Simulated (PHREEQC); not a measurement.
Consider water at 25 °C with 9.4 mmol/kgw CdCl2, 0.15 mmol/kgw HCl and 0.044 mmol/kgw Na2SO4. Closed to the air; pH follows from the charge balance.

Equilibrium calculation in PHREEQC: ion-association model, phreeqc.dat.

| Quantity | Value |
|---|---|
| pH | 3.88 |
| ionic strength | 0.0197 mol/kgw |
| total alkalinity | -0.150 meq/kg |

```tsv
species	molality	activity	log γ
Cl-	0.0145	0.0126	-0.061
Cd+2	0.00512	0.00295	-0.239
CdCl+	0.00408	0.00355	-0.060
CdCl2	0.000186	0.000187	0.002
H+	0.000150	0.000133	-0.051
Na+	8.80e-5	7.69e-5	-0.059
```

Precipitation was switched off in this run. Species that the database lacks are ignored.
